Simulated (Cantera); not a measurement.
Adiabatic ignition

An adiabatic, constant-volume homogeneous reactor starts with 1.99 % CH4, 0.129 % C2H6, 0.557 % C3H8, 19.5 % O2, 73.4 % N2, 4.38 % CO2, equivalence ratio 0.37, at 1375 K and 2.90 bar.

Detailed kinetics in Cantera: GRI-Mech 3.0 (53 species, 325 reactions).

```json
[
 {"t (s)": "6.00e-6", "T (K)": "1375", "P (bar)": "2.90", "x CH4": "0.0199", "x C2H6": "0.00129", "x C3H8": "0.00555", "x NO": "<1e-12", "x CH2CO": "1.25e-9", "x H": "2.29e-7", "x HO2": "8.20e-6"},
 {"t (s)": "1.51e-5", "T (K)": "1375", "P (bar)": "2.90", "x CH4": "0.0199", "x C2H6": "0.00129", "x C3H8": "0.00552", "x NO": "<1e-12", "x CH2CO": "2.14e-8", "x H": "4.19e-7", "x HO2": "1.95e-5"},
 {"t (s)": "3.82e-5", "T (K)": "1375", "P (bar)": "2.90", "x CH4": "0.0198", "x C2H6": "0.00129", "x C3H8": "0.00535", "x NO": "<1e-12", "x CH2CO": "5.94e-7", "x H": "1.07e-6", "x HO2": "2.76e-5"},
 {"t (s)": "9.62e-5", "T (K)": "1379", "P (bar)": "2.91", "x CH4": "0.0193", "x C2H6": "0.00139", "x C3H8": "0.00467", "x NO": "1.50e-12", "x CH2CO": "1.28e-5", "x H": "2.27e-6", "x HO2": "4.30e-5"},
 {"t (s)": "0.000243", "T (K)": "2194", "P (bar)": "4.69", "x CH4": "<1e-12", "x C2H6": "<1e-12", "x C3H8": "<1e-12", "x NO": "1.92e-5", "x CH2CO": "<1e-12", "x H": "0.000599", "x HO2": "1.17e-5"},
 {"t (s)": "0.000612", "T (K)": "2297", "P (bar)": "4.88", "x CH4": "<1e-12", "x C2H6": "<1e-12", "x C3H8": "<1e-12", "x NO": "0.000122", "x CH2CO": "<1e-12", "x H": "5.67e-5", "x HO2": "6.33e-6"},
 {"t (s)": "0.00154", "T (K)": "2297", "P (bar)": "4.88", "x CH4": "<1e-12", "x C2H6": "<1e-12", "x C3H8": "<1e-12", "x NO": "0.000338", "x CH2CO": "<1e-12", "x H": "5.64e-5", "x HO2": "6.31e-6"},
 {"t (s)": "0.00389", "T (K)": "2295", "P (bar)": "4.88", "x CH4": "<1e-12", "x C2H6": "<1e-12", "x C3H8": "<1e-12", "x NO": "0.000867", "x CH2CO": "<1e-12", "x H": "5.59e-5", "x HO2": "6.28e-6"},
 {"t (s)": "0.00981", "T (K)": "2292", "P (bar)": "4.87", "x CH4": "<1e-12", "x C2H6": "<1e-12", "x C3H8": "<1e-12", "x NO": "0.00210", "x CH2CO": "<1e-12", "x H": "5.47e-5", "x HO2": "6.19e-6"},
 {"t (s)": "0.0247", "T (K)": "2286", "P (bar)": "4.86", "x CH4": "<1e-12", "x C2H6": "<1e-12", "x C3H8": "<1e-12", "x NO": "0.00462", "x CH2CO": "<1e-12", "x H": "5.22e-5", "x HO2": "6.03e-6"},
 {"t (s)": "0.0624", "T (K)": "2277", "P (bar)": "4.84", "x CH4": "<1e-12", "x C2H6": "<1e-12", "x C3H8": "<1e-12", "x NO": "0.00818", "x CH2CO": "<1e-12", "x H": "4.89e-5", "x HO2": "5.79e-6"},
 {"t (s)": "0.157", "T (K)": "2272", "P (bar)": "4.83", "x CH4": "<1e-12", "x C2H6": "<1e-12", "x C3H8": "<1e-12", "x NO": "0.0103", "x CH2CO": "<1e-12", "x H": "4.70e-5", "x HO2": "5.66e-6"},
 {"t (s)": "0.397", "T (K)": "2271", "P (bar)": "4.83", "x CH4": "<1e-12", "x C2H6": "<1e-12", "x C3H8": "<1e-12", "x NO": "0.0106", "x CH2CO": "<1e-12", "x H": "4.68e-5", "x HO2": "5.64e-6"},
 {"t (s)": "1.00", "T (K)": "2271", "P (bar)": "4.83", "x CH4": "<1e-12", "x C2H6": "<1e-12", "x C3H8": "<1e-12", "x NO": "0.0106", "x CH2CO": "<1e-12", "x H": "4.68e-5", "x HO2": "5.64e-6"}
]
```
x: mole fraction; the columns are a selection and need not sum to one.

```yaml
time_of_steepest_temperature_rise: 0.214 ms
temperature at 1.00 s: 2271 K
equilibrium_temperature: 2271 K
x(CH4) at 1.00 s: <1e-12 (gas-phase equilibrium <1e-12)
x(C2H6) at 1.00 s: <1e-12 (gas-phase equilibrium <1e-12)
x(C3H8) at 1.00 s: <1e-12 (gas-phase equilibrium <1e-12)
```
